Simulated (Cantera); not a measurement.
Mixture: 10.9 % CH3OH, 18.7 % O2, 70.4 % N2, equivalence ratio 0.87, at 5.00 bar, adiabatic and at constant volume. Ignition delay is the time to a rise of 400 K.

Detailed kinetics in Cantera: GRI-Mech 3.0 (53 species, 325 reactions). GRI-Mech 3.0 was tuned for natural gas; its chemistry of methanol as a main component is partial and can be far from experiment.

Predict: delay at 1223 K; delay at 1323 K; delay at 1423 K; delay at 1523 K; delay at 1623 K; delay at 1723 K; delay at 1823 K; apparent activation energy between 1623 and 1823 K.


* **delay at 1223 K**: 1.71 ms
* **delay at 1323 K**: 0.392 ms
* **delay at 1423 K**: 0.115 ms
* **delay at 1523 K**: 41.2 µs
* **delay at 1623 K**: 17.4 µs
* **delay at 1723 K**: 8.33 µs
* **delay at 1823 K**: 4.38 µs
* **apparent activation energy between 1623 and 1823 K**: 170 kJ/mol
